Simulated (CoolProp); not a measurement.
n-perfluorohexane at several states: fugacity coefficient from the reference equation and from simpler models built on Tc = 174.9 °C, pc = 17.42 bar, ω = 0.497; each cubic takes its own stable root.

Computed with CoolProp (reference Helmholtz-energy equation of state, Gao 2022).

| T (°C) | p (bar) | phase | reference | van der Waals | Redlich-Kwong | Soave-Redlich-Kwong | Peng-Robinson |
|---|---|---|---|---|---|---|---|
| -14.25 | 3.4 | liquid | 0.01131 | 0.3427 | 0.07084 | 0.01144 | 0.01215 |
| 27.25 | 103 | liquid | 0.006973 | 0.09403 | 0.02544 | 0.007816 | 0.007161 |
| 92.85 | 0.113 | gas | 0.9954 | 0.9969 | 0.9961 | 0.9955 | 0.9952 |
